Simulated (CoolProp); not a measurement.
Vapour-liquid equilibrium of toluene (1) + p-xylene (2) at 182.05 °C; x and y are mole fractions of (1).

Computed with CoolProp (multi-fluid Helmholtz-energy mixture model, Lemmon 2006 and Zhou 2012; pair parameters Bell 2016).

```json
[
 {"x": "0.05", "bubble pressure, mixture model (bar)": "…", "bubble pressure, Raoult's law (bar)": "2.995", "y, mixture model": "0.085", "y, Raoult's law": "0.090"},
 {"x": "0.2", "bubble pressure, mixture model (bar)": "3.363", "bubble pressure, Raoult's law (bar)": "3.371", "y, mixture model": "…", "y, Raoult's law": "0.319"},
 {"x": "0.35", "bubble pressure, mixture model (bar)": "3.740", "bubble pressure, Raoult's law (bar)": "3.748", "y, mixture model": "…", "y, Raoult's law": "0.503"},
 {"x": "0.5", "bubble pressure, mixture model (bar)": "4.119", "bubble pressure, Raoult's law (bar)": "4.125", "y, mixture model": "0.635", "y, Raoult's law": "0.652"},
 {"x": "0.65", "bubble pressure, mixture model (bar)": "…", "bubble pressure, Raoult's law (bar)": "4.502", "y, mixture model": "0.762", "y, Raoult's law": "0.777"},
 {"x": "0.8", "bubble pressure, mixture model (bar)": "4.876", "bubble pressure, Raoult's law (bar)": "4.879", "y, mixture model": "…", "y, Raoult's law": "0.882"},
 {"x": "0.95", "bubble pressure, mixture model (bar)": "5.255", "bubble pressure, Raoult's law (bar)": "5.256", "y, mixture model": "0.970", "y, Raoult's law": "0.973"}
]
```

**Question.** Complete the blanks.

**Answer.** 
- 0.05, bubble pressure, mixture model (bar): 2.991
- 0.2, y, mixture model: 0.305
- 0.35, y, mixture model: 0.486
- 0.65, bubble pressure, mixture model (bar): 4.498
- 0.8, y, mixture model: 0.872

The largest gap from Raoult's law is -0.2 % in bubble pressure, at x = 0.2. No azeotrope shows between x = 0.05 and 0.95.

Pair parameters are fitted to limited data, so mixtures are less certain than the pure fluids.
